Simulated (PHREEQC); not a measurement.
Synthetic water in mg/L, 50 °C, pH 6.35, pe 8.7: Na 3680; K 98.1; Ca 251; Mg 122; Cl 4980; S(6) as SO4 2020; Alkalinity as HCO3 51.9; Cd 2.4; F 5.7; Li 11.1.

Valence states are taken as typed.

The numbers come from PHREEQC with the ion-association model, phreeqc.dat.

```csv
quantity,before,after
ionic strength (mol/kgw),0.200,0.200
SO4-2 (mol/kgw),0.0145,0.0144
Ca+2 (mol/kgw),0.00506,0.00506
Mg+2 (mol/kgw),0.00329,0.00329
CO2 (mol/kgw),0.000485,0.00154
F- (mol/kgw),0.000264,0.000264
SI of Fluorite (CaF2),+0.09,+0.08
SI of Gypsum (CaSO4:2H2O),-0.59,-0.59
```

Q: Which change was made?
(A) temperature from 50 to 75 °C at the same typed pH
(B) pH from 6.35 to 5.85 at the same alkalinity
(C) S(6) from 2020 to 6060 mg/L

A: B, pH from 6.35 to 5.85 at the same alkalinity

This is a speciation only: nothing precipitates in the calculation. Some of these states are supersaturated (in Fluorite, for instance). Away from 25 °C the constants follow the database's enthalpies or fits; those with neither stay at their 25 °C values.
